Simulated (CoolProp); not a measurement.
Vapour-liquid equilibrium of carbon dioxide (1) + R227EA (2) at 243.2 K; x and y are mole fractions of (1).

The numbers come from the multi-fluid Helmholtz-energy mixture model, Span 1996 and Lemmon 2016; pair parameters Bell 2016 in CoolProp.

| x | bubble pressure (MPa) | y at the bubble point | dew pressure at overall composition x (MPa) | liquid density (mol/L) |
|---|---|---|---|---|
| 0.05 | 0.1154 | 0.543 | 0.05691 | 9.689 |
| 0.2 | 0.3064 | 0.844 | [?] | 10.82 |
| 0.35 | 0.4997 | 0.916 | 0.08242 | 12.20 |
| 0.5 | 0.6934 | 0.949 | 0.1060 | 13.90 |
| 0.65 | 0.8934 | [?] | [?] | [?] |
| 0.8 | 1.109 | [?] | 0.2467 | [?] |
| 0.95 | 1.347 | 0.997 | 0.7000 | 22.79 |

### Question
Some entries are withheld; supply them.

### Answer

- 0.2, dew pressure at overall composition x (MPa): 0.06736
- 0.65, y at the bubble point: 0.970
- 0.65, dew pressure at overall composition x (MPa): 0.1484
- 0.65, liquid density (mol/L): 16.05
- 0.8, y at the bubble point: 0.985
- 0.8, liquid density (mol/L): 18.88

No azeotrope shows between x = 0.05 and 0.95.

The pair parameters rest on a limited set of measurements; away from them the model extrapolates.
